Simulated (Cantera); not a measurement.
A perfectly stirred reactor is fed with H2 : O2 : N2 = 1 : 1 : 19 (molar parts), at 0.120 bar; it is held at 1125 K, and followed from long to short residence time.

Detailed kinetics in Cantera: GRI-Mech 3.0 (53 species, 325 reactions). The temperature is held fixed by assumption; the heat of reaction is taken as removed at once.

### Question
What does this change do: O2 1 to 1.4 parts?

### Answer
```
quantity                before     after
---------------------  -------  --------
x(H2) at τ = 24.0 s    3.08e-5   2.33e-5
x(O2) at τ = 24.0 s     0.0244    0.0431
x(NO) at τ = 24.0 s    1.45e-7   1.56e-7
x(HO2) at τ = 24.0 s   4.40e-7   4.76e-7
x(H) at τ = 24.0 s     3.65e-6   2.06e-6
x(H2) at τ = 62.0 ms   0.00135   0.00102
x(O2) at τ = 62.0 ms    0.0249    0.0432
x(NO) at τ = 62.0 ms   8.84e-7   5.30e-7
x(HO2) at τ = 62.0 ms  1.88e-6   2.92e-6
x(H) at τ = 62.0 ms    0.00125  0.000743
```
